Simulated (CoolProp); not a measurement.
A single-stage vapour-compression cycle with the fluid: evaporating at 287.15 K (dew point), condensing at 326.15 K (bubble point), superheat 10 K, subcooling 2 K, compressor efficiency 0.7, no pressure losses. The same conditions are run with several fluids, on thermodynamics alone (safety and materials aside).

Computed with CoolProp (reference Helmholtz-energy equation of state of each fluid (R11: Jacobsen 1992; propylene: Lemmon 2013; R1224YDZ: Akasaka 2023; C3F8 (R218): Lemmon 2006; R21: Platzer 1990; R134a: Tillner-Roth 1994)). The equations of Platzer and Polt are older, rougher fits.

Task: Rank R11, propylene, R1224YDZ, C3F8 (R218), R21, R134a by cooling COP, highest first.

Result: R11 (4.62), R21 (4.56), R1224YDZ (4.42), R134a (4.15), propylene (4.00), C3F8 (R218) (3.20)

| fluid | pressure ratio | discharge temperature (K) | refrigerating effect (kJ/kg) | volumetric capacity (kJ/m³) |
|---|---|---|---|---|
| R11 | 3.63 | 357.6 | 158 | 638 |
| propylene | 2.52 | 352.5 | 271 | 4660 |
| R1224YDZ | 3.68 | 340.4 | 135 | 827 |
| C3F8 (R218) | 2.72 | 330.4 | 46.6 | 2690 |
| R21 | 3.50 | 372.8 | 203 | 1080 |
| R134a | 3.00 | 348.1 | 143 | 3120 |
